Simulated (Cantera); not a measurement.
Mixture: 10.1 % CH₄, 2.33 % H₂, 19.4 % O₂, 68.1 % N₂, equivalence ratio 1.1, at 0.350 bar, adiabatic and at constant pressure. Ignition delay is the time to a rise of 400 K.

Cantera simulation using GRI-Mech 3.0 (53 species, 325 reactions); the numbers are that mechanism's predictions, not measurements. Below about 1000 K GRI-Mech 3.0 lacks low-temperature oxidation paths. Below about 950 K walls govern HO2 and H2O2 in real vessels.

Question: Predict: delay at 850 K; delay at 1050 K; delay at 1250 K; delay at 1450 K; apparent activation energy between 1350 and 1550 K.

Answer: 
```
Item                                                    Result
--------------------------------------------------  ----------
delay at 850 K                                          1.77 s
delay at 1050 K                                        86.0 ms
delay at 1250 K                                        8.98 ms
delay at 1450 K                                        1.50 ms
apparent activation energy between 1350 and 1550 K  130 kJ/mol
```
